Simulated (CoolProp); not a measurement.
Water along the isotherm 708.8 K: fugacity coefficient from the reference equation and from simpler models built on Tc = 647.1 K, pc = 220.6 bar, ω = 0.344; each cubic takes its own stable root.

Computed with CoolProp (reference Helmholtz-energy equation of state, Wagner 2002).

```csv
p (bar),phase,reference
66.7,gas,0.9295
133,gas,0.8597
200,gas,0.7896
267,supercritical,0.7199
333,supercritical,0.6518
400,supercritical,0.5859
467,supercritical,0.5294
533,supercritical,0.4848
600,supercritical,0.4486
667,supercritical,0.4192
733,supercritical,0.3954
800,supercritical,0.3753
867,supercritical,0.3583
933,supercritical,0.3440
1000,supercritical,0.3315
```

Problem. How far does each simpler model (van der Waals, Redlich-Kwong) lie from the reference over these 15 states: mean and median of the absolute difference, and the worst?

Solution. 
- van der Waals: mean 5.9 %, median 2.0 %, worst +19.1 % at 708.8 K and 1000 bar
- Redlich-Kwong: mean 3.6 %, median 2.4 %, worst +10.0 % at 708.8 K and 1000 bar
